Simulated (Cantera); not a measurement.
Input: 1 mol BCl3, 1.9 mol H2O, 1.3 mol N2, at 1323 K and 0.170 bar.

Cantera equilibrium calculation (NASA polynomials, part measured and part estimated; ideal gas, pure solids and liquids). Candidate condensed phases: B, BN, B2O3, B3O3H3, H2O, NH4Cl; 49 gas species. Gases not in the tables: H3BO3. The numbers say what is thermodynamically allowed, not how fast it happens.

Base state: HCl 0.637, N2 0.276, H2O 0.0835, HBO2 0.00283, Cl 0.000187, H2 0.000120, (HBO2)3 7.61e-5, Cl2 2.59e-5 (mole fractions); condensed: B2O3(l).

**Question.** What changes in the equilibrium state with this change: BCl3 replaced by B2H6?

**Answer.** 
| species | before | after |
|---|---|---|
| H2 | 0.000120 | 0.838 |
| N2 | 0.276 | 0.159 |
| H2O | 0.0835 | 0.00212 |
| HCl | 0.637 | 0 |
| HBO2 | 0.00283 | 0.000451 |
| Cl | 0.000187 | 0 |
| HBO | <1e-9 | 2.79e-5 |
| Cl2 | 2.59e-5 | 0 |
| B2O3(l), mol | 0.493 | 0.627 |
| BN(s), mol | 0 | 0.742 |
The feed counts by its element totals alone. N2 is the only nitrogen source here; it is nearly inert below about 1500 K, so the nitride shown seldom forms there in practice. Mutual solubility and eutectic melting of coexisting phases are not modelled.

**Question.** What changes in the equilibrium state with this change: temperature from 1323 K to 1300 K?

**Answer.** 
| species | before | after |
|---|---|---|
| HCl | 0.637 | 0.637 |
| N2 | 0.276 | 0.276 |
| H2O | 0.0835 | 0.0838 |
| HBO2 | 0.00283 | 0.00216 |
| Cl | 0.000187 | 0.000146 |
| H2 | 0.000120 | 9.72e-5 |
| B2O3(l), mol | 0.493 | 0.494 |

**Question.** What changes in the equilibrium state with this change: pressure from 0.170 bar to 1.00 bar?

**Answer.** 
```csv
species,before,after
HCl,0.637,0.638
N2,0.276,0.276
H2O,0.0835,0.0842
HBO2,0.00283,0.00117
(HBO2)3,7.61e-5,0.000187
Cl,0.000187,9.26e-5
Cl2,2.59e-5,3.73e-5
H2,0.000120,8.38e-5
"B2O3(l), mol",0.493,0.496
```
